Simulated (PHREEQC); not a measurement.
Synthetic water in mmol/kgw, 63 °C, pH 5.77, pe 1.1:

```
constituent           mmol/kgw
--------------------  --------
Na                     0.00926
K                     0.000316
Ca                     0.00331
Mg                     0.00156
Cl                     0.00592
S(6)                   0.00242
Alkalinity (meq/kgw)   0.00821
Fe(2)                  6.2e-05
Li                    2.27e-05
Mn(2)                 0.000242
```

Valence states are taken as typed.

Equilibrium calculation in PHREEQC: ion-association model, phreeqc.dat.

* **ionic strength**: 2.87e-5 mol/kgw
* **charge-balance error**: 2.3 %

```
species  molality  activity   log γ
-------  --------  --------  ------
CO2       3.27e-5   3.27e-5   0.000
HCO3-     9.85e-6   9.79e-6  -0.003
Na+       9.26e-6   9.20e-6  -0.003
Cl-       5.92e-6   5.88e-6  -0.003
Ca+2      3.31e-6   3.22e-6  -0.012
SO4-2     2.42e-6   2.35e-6  -0.012
```

Precipitation was switched off in this run. Constants without temperature data keep their 25 °C values here.
